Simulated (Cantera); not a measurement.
Feed: 1 mol Fe2O3, 2.5 mol H2, held at 2.40 Torr.

Cantera equilibrium calculation (NASA polynomials, part measured and part estimated; ideal gas, pure solids and liquids). Candidate condensed phases: Fe, FeO, Fe(OH)2, Fe(OH)3, Fe2O3, Fe3O4, H2O; 12 gas species. The tables' stoichiometric FeO is somewhat more stable than real wüstite, so its field is too wide. FeO: taken at fixed stoichiometry. Rates play no part.

x: gas mole fraction; n: condensed amount in mol.

| T (K) | x H2 | x H2O | x H | x Fe | x OH | n FeO(s) | n FeO(l) |
|---|---|---|---|---|---|---|---|
| 948 | 0.600 | 0.400 | 7.18e-9 | <1e-12 | 6.93e-12 | 2.00 | 0 |
| 1048 | 0.600 | 0.400 | 1.06e-7 | ___ | 2.22e-10 | 2.00 | 0 |
| 1148 | 0.600 | 0.400 | 9.81e-7 | ___ | 3.91e-9 | 2.00 | 0 |
| 1248 | 0.600 | 0.400 | 6.39e-6 | ___ | 4.35e-8 | 2.00 | 0 |
| 1348 | 0.600 | 0.400 | 3.17e-5 | ___ | 3.40e-7 | 2.00 | 0 |
| 1448 | 0.600 | 0.400 | 0.000126 | ___ | 2.00e-6 | 2.00 | 0 |
| 1548 | 0.600 | 0.400 | 0.000421 | ___ | 9.39e-6 | 2.00 | 0 |
| 1648 | 0.598 | 0.400 | 0.00122 | ___ | 3.66e-5 | 2.00 | 0 |
| 1748 | 0.593 | 0.401 | 0.00311 | ___ | 0.000123 | 0 | 1.99 |

Task: Complete the blanks.

Result: 
- 1048, x Fe: 1.32e-11
- 1148, x Fe: 9.37e-10
- 1248, x Fe: 3.30e-8
- 1348, x Fe: 6.71e-7
- 1448, x Fe: 8.86e-6
- 1548, x Fe: 8.26e-5
- 1648, x Fe: 0.000579
- 1748, x Fe: 0.00289
